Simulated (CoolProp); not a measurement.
The fluid at 247 K and 0.137 MPa is throttled through a valve to 0.0688 MPa with no heat exchange. The same conditions are run with several fluids, on thermodynamics alone (safety and materials aside).

The numbers come from the reference Helmholtz-energy equation of state of each fluid (R507A: Lemmon 2003; R410A: Lemmon 2003; R143a: Lemmon and Jacobsen 2000; nitrogen: Span 2000; CH3F (R41): Lemmon 2006) in CoolProp. Blends and air are pseudo-pure fits.

```json
[
 {"fluid": "R507A", "temperature change (K)": "-2.3", "final density (kg/m³)": "___"},
 {"fluid": "R410A", "temperature change (K)": "___", "final density (kg/m³)": "2.51"},
 {"fluid": "R143a", "temperature change (K)": "___", "final density (kg/m³)": "___"},
 {"fluid": "nitrogen", "temperature change (K)": "-0.2", "final density (kg/m³)": "___"},
 {"fluid": "CH3F (R41)", "temperature change (K)": "-2.3", "final density (kg/m³)": "1.16"}
]
```

Problem. What belongs in the gaps?

Solution. 
- R507A, final density (kg/m³): 3.42
- R410A, temperature change (K): -2.9
- R143a, temperature change (K): -2.6
- R143a, final density (kg/m³): 2.92
- nitrogen, final density (kg/m³): 0.940
